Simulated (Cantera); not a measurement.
A closed system holds: 1 mol Si2Cl6, 0.92 mol HCl, 230 mol H2, at 180000 Pa.

Equilibrium computed with Cantera from the NASA thermochemical tables; the gas is ideal and each condensed phase is pure. Candidate condensed phases: Si; 19 gas species. The feed counts by its element totals alone. The tables' values for SiCl3 are old estimates; treat these amounts as uncertain. The numbers say what is thermodynamically allowed, not how fast it happens. All values below are at 800 °C.

Base state: H2 0.986, HCl 0.00716, SiHCl3 0.00382, SiCl4 0.00226, SiH2Cl2 0.000753, SiCl3 0.000120, SiCl2 0.000101, SiH3Cl 3.90e-5 (mole fractions); condensed: Si(s).

Task: What changes in the equilibrium state with this change: Si2Cl6 replaced by SiH2Cl2?

Result: 
| species | before | after |
|---|---|---|
| H2 | 0.986 | 0.992 |
| HCl | 0.00716 | 0.00510 |
| SiHCl3 | 0.00382 | 0.00138 |
| SiCl4 | 0.00226 | 0.000578 |
| SiCl3 | 0.000120 | 4.29e-5 |
| SiCl2 | 0.000101 | 5.11e-5 |
| SiH2Cl2 | 0.000753 | 0.000383 |
| Si(s), mol | 0.350 | 0.428 |
